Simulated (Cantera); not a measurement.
Cantera with NASA thermochemical tables; ideal gases at 1 bar, condensed phases pure. Values are per mole of reaction as written; species without (g) are pure solids or liquids, kept so even where they would boil at 1 bar.

a) Ta + O2(g) = TaO2(g)
b) 2 H2(g) + O2(g) = 2 H2O(g)
c) 4 Al + O2(g) = 2 Al2O(g)
d) V + O2(g) = VO2(g)
e) 1.143 Ti + O2(g) = 0.2857 Ti4O7
f) 1.2 Ti + O2(g) = 0.4 Ti3O5
g) 0.6667 Cr + O2(g) = 0.6667 CrO3(g)

Task: Order these by ΔG° at 1198 K, most negative first.

Result: f (-771 kJ), e (-760 kJ), c (-481 kJ), b (-363 kJ), d (-263 kJ), a (-235 kJ), g (-140 kJ)
